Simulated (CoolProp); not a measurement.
A single-stage vapour-compression cycle with isohexane: evaporating at 295.15 K (dew point), condensing at 348.15 K (bubble point), superheat 8 K, subcooling 5 K, compressor efficiency 0.7, no pressure losses. Each further row changes one setting.

Model: reference Helmholtz-energy equation of state, Lemmon 2006, in CoolProp. It is a short technical equation, of lower accuracy than the large ones.

| case | cooling COP | pressure ratio | discharge temperature (K) | refrigerating effect (kJ/kg) | volumetric capacity (kJ/m³) |
|---|---|---|---|---|---|
| as stated | 3.20 | 6.37 | 350.3 | 250 | 217 |
| evaporating temperature 300.15 K | 3.69 | 5.17 | 350.2 | 258 | 271 |
| condensing temperature 343.15 K | 3.64 | 5.50 | 346.5 | 262 | 227 |
| subcooling 10 K | 3.36 | 6.37 | 350.3 | 262 | 227 |
| superheat 18 K | 3.28 | 6.37 | 360.5 | 267 | 224 |
| compressor efficiency 0.6 | 2.74 | 6.37 | 356.8 | 250 | 217 |
